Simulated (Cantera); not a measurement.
Cantera run:

```python
import numpy as np
import cantera as ct

gas_names = """
    AL ALBr ALBr3 ALH ALN AL2 AL2Br6 Br Br2 H HBr H2 N NH NH2 NH3 N2 N2H2 N2H4
""".split()
cond_names = """
    AL(cr) AL(L) ALBr3(s) ALBr3(L) ALN(s) Br2(cr) Br2(L)
""".split()


# ... load() reads the species with a 1 bar reference pressure and builds the phases ...
atoms = {
    'AlBr3': {'AL': 1, 'Br': 3},
    'N2': {'N': 2},
    'H2': {'H': 2},
}
top_T = {'ALN(s)': 2750}  # K; cautious upper limits of use, not melting points


# ... equilibrate(T, P, feed) seeds the gas with the atoms and calls Mixture.equilibrate('TP', solver="vcs", rtol=1e-11, max_steps=5000) ...
results = []
feed = {'AlBr3': 1, 'N2': 58, 'H2': 2.9}  # mol
T = 1873  # K
P = 10000  # Pa
mix = equilibrate(T, P, feed)
results.append((T, P, feed, dict(zip(mix.species_names, mix.species_moles))))
x = sorted(zip(gas.X, gas.species_names), reverse=True)
print(f"T = {T:g} K  P = {P:g} Pa  gas = {mix.phase_moles(0):.4g} mol")
print("   x: " + "  ".join(f"{s} {v:.3e}" for v, s in x if v > 0.001))
print("   condensed (mol): " + ("  ".join(f"{mix.phase(i).name} {mix.phase_moles(i):.4g}"
      for i in range(1, mix.n_phases) if mix.phase_moles(i) > 1e-12) or "none"))
```

Output:

```
T = 1873 K  P = 10000 Pa  gas = 62.96 mol
   x: N2 9.212e-01  H2 3.606e-02  HBr 1.962e-02  ALBr 1.321e-02  Br 6.828e-03  ALBr3 2.662e-03
   condensed (mol): none
```

Cantera equilibrium calculation (NASA polynomials, part measured and part estimated; ideal gas, pure solids and liquids).
